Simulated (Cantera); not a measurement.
An adiabatic, constant-volume homogeneous reactor starts with 7.34 % CH4, 9.76 % O2, 79.2 % N2, 3.67 % H2O, at 1700 K and 1.00 bar.

Detailed kinetics in Cantera: GRI-Mech 3.0 (53 species, 325 reactions).

x: mole fraction; the columns are a selection and need not sum to one.

```
t (s)     T (K)  P (bar)   x CH4      x O2   x H2O     x CO2  x C2H6     x CH3    x NO2
--------  -----  -------  ------  --------  ------  --------  ------  --------  -------
5.00e-6    1700    1.000  0.0734    0.0976  0.0367  2.17e-10       …   1.14e-5   <1e-12
1.61e-5    1700    1.000  0.0733    0.0976  0.0367   4.85e-9       …   4.12e-5   <1e-12
5.19e-5    1699    1.000  0.0732    0.0975  0.0368   1.57e-7       …  0.000161   <1e-12
0.000167   1701     1.00  0.0717    0.0969  0.0375   8.52e-6       …  0.000690   <1e-12
0.000538   2564     1.60  <1e-12   0.00132   0.118    0.0201  <1e-12    <1e-12  1.04e-8
0.00173    2636     1.64  <1e-12  0.000562   0.122    0.0204  <1e-12    <1e-12  3.52e-8
0.00558    2632     1.64  <1e-12  0.000533   0.122    0.0202  <1e-12    <1e-12  6.44e-8
0.0180     2631     1.64  <1e-12  0.000527   0.122    0.0202  <1e-12    <1e-12  7.00e-8
0.0579     2631     1.64  <1e-12  0.000527   0.122    0.0202  <1e-12    <1e-12  7.00e-8
0.186      2631     1.64  <1e-12  0.000527   0.122    0.0202  <1e-12    <1e-12  7.00e-8
0.600      2631     1.64  <1e-12  0.000527   0.122    0.0202  <1e-12    <1e-12  7.00e-8
```

### Question
Fill in the missing entries.

### Answer

- 5.00e-6, x C2H6: 1.70e-9
- 1.61e-5, x C2H6: 7.01e-8
- 5.19e-5, x C2H6: 3.00e-6
- 0.000167, x C2H6: 0.000126
